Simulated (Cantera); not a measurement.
## Thermodynamics of abatement and gas-phase synthesis, feed HF + H₂ + SO₂

Feed: 1 mol HF, 0.04 mol H₂, 0.025 mol SO₂, equilibrated at 10.0 mbar.

Cantera equilibrium calculation (NASA polynomials, part measured and part estimated; ideal gas, pure solids and liquids). Candidate condensed phases: H₂O, H₂SO₄, S; 43 gas species. Equilibrium is a limit: real reactors are often held back by kinetics, nucleation or transport.

From 1775 °C to 2075 °C nothing is condensed.

```
T (°C)   x HF    x H₂   x H₂O      x H    x SO₂     x SO
------  -----  ------  ------  -------  -------  -------
1775    0.939  0.0193  0.0164  0.00311   0.0114  0.00742
1800    0.938  0.0193  0.0161  0.00365   0.0113  0.00776
1825    0.938  0.0192  0.0158  0.00426   0.0112  0.00807
1850    0.937  0.0191  0.0156  0.00495   0.0111  0.00835
1875    0.936  0.0189  0.0153  0.00573   0.0110  0.00861
1900    0.936  0.0187  0.0151  0.00659   0.0109  0.00885
1925    0.935  0.0184  0.0148  0.00755   0.0108  0.00906
1950    0.934  0.0181  0.0145  0.00862   0.0107  0.00926
1975    0.933  0.0178  0.0142  0.00979   0.0105  0.00944
2000    0.932  0.0174  0.0139   0.0111   0.0104  0.00961
2025    0.931  0.0170  0.0135   0.0125   0.0102  0.00977
2050    0.929  0.0166  0.0130   0.0140  0.00998  0.00993
2075    0.927  0.0162  0.0125   0.0157  0.00973   0.0101
```
x: gas mole fraction; nothing condenses.
